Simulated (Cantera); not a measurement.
## Thermodynamics of silicon etching in halogen gases, feed Si + NF₃ + H₂ + Cl₂

Charge: 1 mol Si, 3.3 mol NF₃, 0.26 mol H₂, 0.74 mol Cl₂, held at 823.15 K and 0.0218 Torr.

These are equilibrium values from Cantera (NASA tables, ideal gas, pure condensed phases), not measurements of a reactor. Candidate condensed phases: NH₄Cl, Si, Si₃N₄; 49 gas species. Kinetics and transport are ignored.

```json
{
 "x(F)": "0.403",
 "x(N₂)": "0.200",
 "x(ClF)": "0.179",
 "x(SiF₄)": "0.121",
 "x(HF)": "0.0629",
 "x(F₂)": "0.0342",
 "x(Cl)": "1.02e-6",
 "gas_amount": "8.267 mol",
 "log10 activity of Si(s) (absent)": "-88.44"
}
```
